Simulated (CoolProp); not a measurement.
A Linde-Hampson liquefier for carbon monoxide: isothermal reversible compression at 230 K from 1 atm to 5 MPa, throttling to 1 atm, return gas leaving the recuperator 0 K below the feed. Each further row changes one setting.

Computed with CoolProp (reference Helmholtz-energy equation of state, Lemmon 2006). It is a short technical equation, of lower accuracy than the large ones.

| case | liquid yield per pass | compression work (kJ/kg of gas) |
|---|---|---|
| as stated | 0.057 | 261 |
| high pressure 10 MPa | 0.110 | … |
| warm-end temperature 260 K | 0.041 | … |
| warm-end gap 5 K | … | 261 |

Question: Complete the blanks.

Answer: 
- high pressure 10 MPa, compression work (kJ/kg of gas): 305
- warm-end temperature 260 K, compression work (kJ/kg of gas): 298
- warm-end gap 5 K, liquid yield per pass: 0.043
